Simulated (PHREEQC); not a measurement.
1 kg of water holding 0.0053 mol Na2SO4, 0.062 mol MgSO4, 0.2 mol K2SO4 and 0.23 mol NaCl is evaporated at 75 °C; the solids stay in contact with the brine. CO2 from the air is kept out. The run lets Arcanite, Bischofite, Bloedite, Brucite, Carnallite, Epsomite, Glaserite, Halite, Hexahydrite, Kainite, Kieserite, Leonite, Mirabilite, Misenite, Schoenite, Sylvite, Thenardite, MgCl2_4H2O precipitate or redissolve, and no other solid.

Equilibrium calculation in PHREEQC: Pitzer model, pitzer.dat.

Task: Predict ionic strength, water activity at water left (kg) = 0.1156, 0.03564.

Result: 
```tsv
water left (kg)	ionic strength	water activity
0.1156	7.32	0.883
0.03564	13.3	0.692
```

Complexes and solids missing from the database can't appear. Away from 25 °C the constants follow the database's enthalpies or fits; those with neither stay at their 25 °C values.
